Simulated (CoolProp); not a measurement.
Model: reference Helmholtz-energy equation of state, Fiedler 2023, in CoolProp.

Problem. Give the vapour pressure (MPa), vapour density (kg/m³), enthalpy of vaporisation (kJ/kg), liquid cp (kJ/(kg K)) of saturated tetrahydrofuran at 436.7, 487.8, 498 K.

Solution. 
```
T (K)  p (MPa)  vapour density (kg/m³)  enthalpy of vaporisation (kJ/kg)  liquid cp (kJ/(kg K))
-----  -------  ----------------------  --------------------------------  ---------------------
436.7     1.09                    25.8                               328                   2.36
487.8     2.54                    65.0                               255                   2.83
498       2.95                    78.6                               235                   3.01
```
